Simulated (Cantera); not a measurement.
## Fluorocarbon and chlorocarbon gases: c-C4F8 + CH4 + F2

A closed system holds: 1 mol c-C4F8, 0.13 mol CH4, 2.2 mol F2, equilibrated at 0.0255 Torr.

Equilibrium computed with Cantera from the NASA thermochemical tables; the gas is ideal and each condensed phase is pure. Candidate condensed phases: C, C6H6, C7H8, C8H18; 95 gas species. The feed counts by its element totals alone. Rates play no part.

| T (K) | x F | x C | x C3 | x CF | x H | x HF | x C2 |
|---|---|---|---|---|---|---|---|
| 2673 | 0.819 | 0.0329 | 0.0694 | 0.0319 | 0.00853 | 0.0284 | 0.00909 |
| 2723 | 0.814 | 0.0462 | 0.0638 | 0.0282 | 0.0120 | 0.0243 | 0.0108 |
| 2773 | 0.807 | 0.0633 | 0.0566 | 0.0246 | 0.0159 | 0.0198 | 0.0125 |
| 2823 | 0.797 | 0.0844 | 0.0480 | 0.0211 | 0.0196 | 0.0154 | 0.0139 |
| 2873 | 0.786 | 0.109 | 0.0383 | 0.0178 | 0.0228 | 0.0113 | 0.0147 |
| 2923 | 0.773 | 0.136 | 0.0284 | 0.0146 | 0.0253 | 0.00808 | 0.0147 |
| 2973 | 0.761 | 0.162 | 0.0192 | 0.0117 | 0.0270 | 0.00562 | 0.0138 |
| 3023 | 0.750 | 0.186 | 0.0118 | 0.00911 | 0.0281 | 0.00387 | 0.0120 |
| 3073 | 0.741 | 0.204 | 0.00657 | 0.00691 | 0.0288 | 0.00267 | 0.00975 |
x: gas mole fraction; nothing condenses.

From 2673 K to 3073 K nothing is condensed. The main C-bearing gas is C3 at 2673 K and C at 3073 K.
